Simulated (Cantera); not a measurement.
Feed: 1 mol C3H8, 1.4 mol O2, 8.8 mol H2, 0.00069 mol CO2, equilibrated at 85.0 mbar.

Cantera equilibrium calculation (NASA polynomials, part measured and part estimated; ideal gas, pure solids and liquids). Candidate condensed phases: C, C6H6, C7H8, C8H18, H2O; 110 gas species. Rates play no part.

Task: At 1925 K, list the 5 most abundant gas species with their mole fractions, and the condensed phases.

Result: H2 0.817, CO 0.179, H 0.00296, C2H2 (acetylene) 0.000374, CH4 2.97e-5. Condensed: C(graphite).
